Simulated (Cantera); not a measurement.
A closed system holds: 1 mol Al(CH₃)₃, 32 mol H₂O, 170 mol H₂, 0.95 mol NH₃, held at 270 Pa.

These are equilibrium values from Cantera (NASA tables, ideal gas, pure condensed phases), not measurements of a reactor. Candidate condensed phases: Al, AlN, Al₂O₃, C, C₆H₆, C₇H₈, C₈H₁₈, H₂O; 148 gas species. The feed counts by its element totals alone. The numbers say what is thermodynamically allowed, not how fast it happens. All values below are at 777 °C.

Base state: H₂ 0.856, H₂O 0.128, CO 0.0121, N₂ 0.00225, CO₂ 0.00213 (mole fractions); condensed: Al₂O₃(s).

Task: What changes in the equilibrium state with this change: NH₃ from 0.95 to 0.5 mol?

Result: 
| species | before | after |
|---|---|---|
| H₂ | 0.856 | 0.856 |
| H₂O | 0.128 | 0.129 |
| CO | 0.0121 | 0.0121 |
| N₂ | 0.00225 | 0.00119 |
| CO₂ | 0.00213 | 0.00214 |
| Al₂O₃(s), mol | 0.500 | 0.500 |

Task: What changes in the equilibrium state with this change: NH₃ from 0.95 to 5.6 mol?

Result: 
```json
[
 {"species": "H₂", "before": "0.856", "after": "0.851"},
 {"species": "H₂O", "before": "0.128", "after": "0.123"},
 {"species": "N₂", "before": "0.00225", "after": "0.0127"},
 {"species": "CO", "before": "0.0121", "after": "0.0116"},
 {"species": "CO₂", "before": "0.00213", "after": "0.00197"},
 {"species": "Al₂O₃(s), mol", "before": "0.500", "after": "0.500"}
]
```
